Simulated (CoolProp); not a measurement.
Methanol at 293.15 K and 0.00416 MPa is compressed adiabatically to 0.0138 MPa with isentropic efficiency 0.8. Each further row changes one setting.

Model: reference Helmholtz-energy equation of state, de Reuck 1993, in CoolProp.

| case | work (kJ/kg) | final temperature (K) | final density (kg/m³) |
|---|---|---|---|
| as stated | 127 | [?] | 0.140 |
| efficiency 1 | 102 | [?] | [?] |
| efficiency 0.65 | 156 | 398.0 | 0.134 |

Question: Some entries are withheld; supply them.

Answer: 
- as stated, final temperature (K): 379.6
- efficiency 1, final temperature (K): 363.3
- efficiency 1, final density (kg/m³): 0.147
